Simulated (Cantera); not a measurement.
Input (Python, Cantera):

```python
import numpy as np
import cantera as ct

gas = ct.Solution("gri30.yaml")
gas.TPX = 698, 920000, {'C3H8': 1, 'O2': 12.5, 'N2': 47, 'H2O': 6.6}
inlet = ct.Reservoir(gas, clone=True)
gas.equilibrate("HP")  # start burning
reactor = ct.IdealGasConstPressureReactor(gas, energy="on", clone=False)
exhaust = ct.Reservoir(gas, clone=True)
tau = [0.094, 0.038, 0.016, 0.0063, 0.0026, 0.001, 0.00043, 0.00017, 7.1e-05, 2.9e-05][0]
for a, b in ((inlet, reactor), (reactor, exhaust)):
    ct.MassFlowController(a, b, mdot=lambda t: reactor.mass / tau)
net = ct.ReactorNet([reactor])
show = ['C3H8', 'O2', 'H2O', 'CH2', 'OH']

rows = []
print(f"{'tau/s':>10s}{'T/K':>9s}" + "".join(f"{s:>11s}" for s in show))
for tau in [0.094, 0.038, 0.016, 0.0063, 0.0026, 0.001, 0.00043, 0.00017, 7.1e-05, 2.9e-05]:
    net.initial_time = 0.0
    net.advance(30 * tau)
    before = gas.X
    net.advance(40 * tau)
    drift = np.max(np.abs(gas.X - before) / (gas.X + 1e-9))
    rows.append([gas.T, *gas[show].X, drift])
    print(f"{tau:10.3e}{gas.T:9.1f}" + "".join(f"{x:11.3e}" for x in gas[show].X))
```

Output:

```
     tau/s      T/K       C3H8         O2        H2O        CH2         OH
 9.400e-02   1532.2  1.421e-06  1.102e-01  1.555e-01  9.500e-10  1.062e-04
 3.800e-02   1530.4  3.023e-06  1.103e-01  1.555e-01  2.337e-09  1.242e-04
 1.600e-02   1526.7  6.336e-06  1.106e-01  1.554e-01  5.404e-09  1.405e-04
 6.300e-03   1517.6  1.503e-05  1.112e-01  1.551e-01  1.266e-08  1.482e-04
 2.600e-03   1491.7  4.185e-05  1.129e-01  1.545e-01  2.418e-08  1.237e-04
 1.000e-03    698.0  1.490e-02  1.863e-01  9.836e-02  2.521e-28  1.323e-17
 4.300e-04    698.0  1.490e-02  1.863e-01  9.836e-02  2.822e-29  4.432e-18
 1.700e-04    698.0  1.490e-02  1.863e-01  9.836e-02  1.269e-30  1.146e-18
 7.100e-05    698.0  1.490e-02  1.863e-01  9.836e-02  9.304e-32  2.932e-19
 2.900e-05    698.0  1.490e-02  1.863e-01  9.836e-02  4.424e-33  7.912e-20
```

Computed with Cantera and GRI-Mech 3.0 (53 species, 325 reactions). GRI-Mech 3.0 was tuned for natural gas; its chemistry of propane as a main component is partial and can be far from experiment.
